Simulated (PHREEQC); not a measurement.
## Brackish or sea water: speciation

Synthetic water in mg/kgw, 60 °C, pH 6.36, pe 8.1: Na 2280; K 175; Ca 120; Mg 275; Cl 3620; S(6) as SO4 1420; Alkalinity as HCO3 36.6; Br 203.

Cl is adjusted to close the charge balance.
Valence states are taken as typed.

Equilibrium calculation in PHREEQC: ion-association model, phreeqc.dat.

This is a speciation only: nothing precipitates in the calculation.

Problem. Estimate the ionic strength, density.

Solution. ionic strength 0.141 mol/kgw; density 0.989 g/cm³.

Problem. In which forms is Na present?

Solution. Na+ 98 %, NaSO4- 1.6 % of the Na.

Complexes and solids missing from the database can't appear. Away from 25 °C the constants follow the database's enthalpies or fits; those with neither stay at their 25 °C values.
